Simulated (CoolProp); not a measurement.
The numbers come from the reference Helmholtz-energy equation of state, Lemmon 2003 in CoolProp. It is a pseudo-pure fit of the blend.

Question: For R404A, give the phase and the viscosity (µPa s) at 347.9 K and 0.101 MPa; 384.1 K and 0.101 MPa.

Answer: 
- 347.9 K and 0.101 MPa: gas; viscosity 14.1
- 384.1 K and 0.101 MPa: gas; viscosity 15.5

Viscosity comes from a separate model (Geller 2000).
